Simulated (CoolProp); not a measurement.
A closed Brayton cycle with carbon dioxide: compressor inlet 319.15 K and 8 MPa, high pressure 16.8 MPa, turbine inlet 730 K, compressor efficiency 0.85, turbine efficiency 0.93, recuperator effectiveness 0.95 (on enthalpy, no pinch check). Each further row changes one setting.

The numbers come from the reference Helmholtz-energy equation of state, Span 1996 in CoolProp.

```csv
case,thermal efficiency (%),net work (kJ/kg),compressor to turbine work,compressor exit (K),turbine exit (K)
as stated,32.2,55.5,0.38,378.4,644.6
turbine inlet 680 K,29.8,48.4,?,378.4,597.9
compressor inlet 329.15 K,?,50.2,?,?,644.6
high pressure 14.3 MPa,31.0,?,0.36,365.3,662.8
recuperator effectiveness 0.5,?,55.5,0.38,378.4,644.6
```

**Question.** What belongs in the gaps?

**Answer.** 
- turbine inlet 680 K, compressor to turbine work: 0.41
- compressor inlet 329.15 K, thermal efficiency (%): 31.2
- compressor inlet 329.15 K, compressor to turbine work: 0.44
- compressor inlet 329.15 K, compressor exit (K): 393.7
- high pressure 14.3 MPa, net work (kJ/kg): 45.4
- recuperator effectiveness 0.5, thermal efficiency (%): 17.9
